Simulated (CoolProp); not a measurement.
Computed with CoolProp (reference Helmholtz-energy equation of state, Thol 2015).

Problem. For octamethylcyclotetrasiloxane (D4), give the phase and the Z, speed of sound (m/s), expansivity (1/kK), fugacity coefficient at 298.05 °C and 135 kPa; 298.05 °C and 404 kPa; 298.05 °C and 606 kPa.

Solution. 
- 298.05 °C and 135 kPa: gas; Z 0.960, speed of sound 122, expansivity 2.04, fugacity coefficient 0.961
- 298.05 °C and 404 kPa: gas; Z 0.871, speed of sound 111, expansivity 2.90, fugacity coefficient 0.885
- 298.05 °C and 606 kPa: gas; Z 0.794, speed of sound 101, expansivity 4.03, fugacity coefficient 0.828
